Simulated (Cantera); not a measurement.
A Cantera script and what it prints.

```python
import numpy as np
import cantera as ct

gas_names = """
    CL CLO CL2 H HCL HNO HNO2 HNO3 HOCL HO2 H2 H2O H2O2 N NH NH2 NH3 NH2OH NO NO2 NO3 N2 N2H2 N2H4 N2O O
    OH O2 O3 Si SiCL SiCL2 SiCL3 SiCL4 SiH SiHCL3 SiH2 SiH2CL2 SiH3 SiH3CL SiH4 SiN SiO SiO2 Si2 Si2N
    Si3
""".split()
cond_names = """
    H2O(s) H2O(L) NH4CL(a) NH4CL(b) Si(cr) Si(L) SiO2(Lqz) SiO2(hqz) SiO2(L) Si2N2O(s) Si3N4(a)
""".split()


def load(file, names, dense=False):
    # The tables refer to 1 bar. Condensed volumes are neglected.
    table = {s.name: s for s in ct.Species.list_from_file(file)}
    out = []
    for n in names:
        d = dict(table[n].input_data)
        d["thermo"] = dict(d["thermo"], **{"reference-pressure": 1e5})
        if dense:
            d["equation-of-state"] = {"model": "constant-volume", "density": "1e6 g/cm^3"}
        out.append(ct.Species.from_dict(d))
    return out


gas = ct.Solution(thermo="ideal-gas", species=load("nasa_gas.yaml", gas_names))
cond = {s.name: ct.Solution(thermo="fixed-stoichiometry", species=[s], name=s.name)
        for s in load("nasa_condensed.yaml", cond_names, dense=True)}
atoms = {
    'SiCl4': {'Si': 1, 'CL': 4},
    'N2O': {'N': 2, 'O': 1},
    'H2': {'H': 2},
}
top_T = {'Si2N2O(s)': 2100, 'Si3N4(a)': 2400}  # K; cautious upper limits of use, not melting points


def equilibrate(T, P, feed):
    n = {}
    for name, mol in feed.items():
        for a, k in atoms[name].items():
            n[a] = n.get(a, 0.0) + k * mol
    gas.TPX = T, P, n
    mass = sum(n.values()) * gas.mean_molecular_weight
    gas.equilibrate("TP")
    valid = [c for c in cond.values() if c.min_temp <= T <= top_T.get(c.name, c.max_temp)]
    mix = ct.Mixture([(gas, mass / gas.mean_molecular_weight)] + [(c, 0.0) for c in valid])
    mix.T, mix.P = T, P
    mix.equilibrate("TP", solver="vcs", rtol=1e-11, max_steps=5000)
    return mix


results = []
feed = {'SiCl4': 1, 'N2O': 23, 'H2': 89}  # mol
T = 825  # K
P = 1333.22  # Pa
mix = equilibrate(T, P, feed)
results.append((T, P, feed, dict(zip(mix.species_names, mix.species_moles))))
x = sorted(zip(gas.X, gas.species_names), reverse=True)
print(f"T = {T:g} K  P = {P:g} Pa  gas = {mix.phase_moles(0):.4g} mol")
print("   x: " + "  ".join(f"{s} {v:.3e}" for v, s in x if v > 1e-06))
print("   condensed (mol): " + ("  ".join(f"{mix.phase(i).name} {mix.phase_moles(i):.4g}"
      for i in range(1, mix.n_phases) if mix.phase_moles(i) > 1e-12) or "none"))
```

Output:

```
T = 825 K  P = 1333.22 Pa  gas = 114 mol
   x: H2 5.789e-01  N2 2.018e-01  H2O 1.842e-01  HCL 3.509e-02  NH3 6.173e-06
   condensed (mol): SiO2(Lqz) 1
```

Method: chemical equilibrium by Gibbs-energy minimisation in Cantera with the NASA 1993 tables (ideal gas, pure condensed phases).
